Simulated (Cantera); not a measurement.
Charge: 1 mol Si, 0.25 mol H2O, 87 mol N2, at 960 Pa.

Equilibrium computed with Cantera from the NASA thermochemical tables; the gas is ideal and each condensed phase is pure. Candidate condensed phases: H2O, Si, SiO2, Si2N2O, Si3N4; 35 gas species. Rates play no part. All values below are at 1698 K.

Base state: N2 0.994, SiO 0.00287, H2 0.00283, H 7.86e-5, Si 2.00e-5 (mole fractions); condensed: Si3N4(s).

Q: What changes in the equilibrium state with this change: H2O from 0.25 to 4.9 mol?

A: 
| species | before | after |
|---|---|---|
| N2 | 0.994 | 0.947 |
| H2O | <1e-9 | 0.0316 |
| H2 | 0.00283 | 0.0216 |
| SiO | 0.00287 | 1.89e-5 |
| Si | 2.00e-5 | <1e-9 |
| OH | <1e-9 | 1.63e-5 |
| H | 7.86e-5 | 0.000217 |
| Si3N4(s), mol | 0.249 | 0 |
| SiO2(condensed), mol | 0 | 0.998 |
The tables hold silica as quartz up to 1696 K and as liquid above; real silica turns to tridymite and cristobalite and melts near 1996 K.
